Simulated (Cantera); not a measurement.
## Thermodynamics of roasting and sulfation, feed FeS₂ + SO₂ + O₂

A closed system holds: 1 mol FeS₂, 1 mol SO₂, 7.2 mol O₂, held at 775 °C.

These are equilibrium values from Cantera (NASA tables, ideal gas, pure condensed phases), not measurements of a reactor. Candidate condensed phases: Fe, FeO, FeS, FeSO₄, FeS₂, Fe₂O₃, Fe₂(SO₄)₃, Fe₃O₄, S; 12 gas species. The numbers say what is thermodynamically allowed, not how fast it happens.

```json
[
 {"P (Pa)": "1000", "log p O₂": "-2.23", "log p SO₂": "-2.42", "log p SO₃": "-3.51", "log p O": "-10.31", "n Fe₂O₃(s)": "0.500", "n Fe₂(SO₄)₃(s)": "0"},
 {"P (Pa)": "3000", "log p O₂": "-1.75", "log p SO₂": "-1.96", "log p SO₃": "-2.82", "log p O": "-10.08", "n Fe₂O₃(s)": "0.500", "n Fe₂(SO₄)₃(s)": "0"},
 {"P (Pa)": "8800", "log p O₂": "-1.29", "log p SO₂": "-1.53", "log p SO₃": "-2.15", "log p O": "-9.84", "n Fe₂O₃(s)": "0.500", "n Fe₂(SO₄)₃(s)": "0"},
 {"P (Pa)": "26000", "log p O₂": "-0.83", "log p SO₂": "-1.10", "log p SO₃": "-1.49", "log p O": "-9.61", "n Fe₂O₃(s)": "0.500", "n Fe₂(SO₄)₃(s)": "0"},
 {"P (Pa)": "77000", "log p O₂": "-0.36", "log p SO₂": "-0.70", "log p SO₃": "-0.86", "log p O": "-9.38", "n Fe₂O₃(s)": "0.500", "n Fe₂(SO₄)₃(s)": "0"},
 {"P (Pa)": "230000", "log p O₂": "0.10", "log p SO₂": "-0.32", "log p SO₃": "-0.25", "log p O": "-9.15", "n Fe₂O₃(s)": "0.500", "n Fe₂(SO₄)₃(s)": "0"},
 {"P (Pa)": "680000", "log p O₂": "0.66", "log p SO₂": "-0.18", "log p SO₃": "0.18", "log p O": "-8.87", "n Fe₂O₃(s)": "0", "n Fe₂(SO₄)₃(s)": "0.500"},
 {"P (Pa)": "2000000", "log p O₂": "1.13", "log p SO₂": "0.13", "log p SO₃": "0.71", "log p O": "-8.63", "n Fe₂O₃(s)": "0", "n Fe₂(SO₄)₃(s)": "0.500"}
]
```
log p: log10 of the partial pressure in bar; n: condensed amount in mol.

From 10.0 mbar to 2.30 bar the condensed part is Fe₂O₃(s). From 6.80 bar to 20.0 bar the condensed part is Fe₂(SO₄)₃(s).
